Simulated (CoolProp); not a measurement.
Properties of octamethyltrisiloxane (MDM) along the isobar 32.6 bar (Tc = 565.4 K, pc = 14.38 bar, ω = 0.528).

Values from CoolProp's reference Helmholtz-energy equation of state, Thol 2017.

```tsv
T (K)	phase	density (kg/m³)	cv (kJ/(kg K))	expansivity (1/kK)	fugacity coefficient
407.4	liquid	708.5	1.743	1.538	0.02453
410.9	liquid	704.7	1.751	1.555	0.02700
414.3	liquid	701.0	1.760	1.573	0.02957
417.8	liquid	697.1	1.769	1.592	0.03240
421.2	liquid	693.3	1.777	1.611	0.03533
424.7	liquid	689.4	1.786	1.632	0.03855
428.1	liquid	685.6	1.794	1.652	0.04187
431.5	liquid	681.7	1.803	1.673	0.04539
435	liquid	677.7	1.812	1.696	0.04923
438.4	liquid	673.8	1.820	1.719	0.05317
441.9	liquid	669.7	1.828	1.743	0.05745
445.3	liquid	665.7	1.837	1.768	0.06183
448.8	liquid	661.6	1.845	1.795	0.06656
452.2	liquid	657.5	1.854	1.821	0.07140
455.7	liquid	653.3	1.862	1.850	0.07661
459.1	liquid	649.2	1.870	1.879	0.08191
```
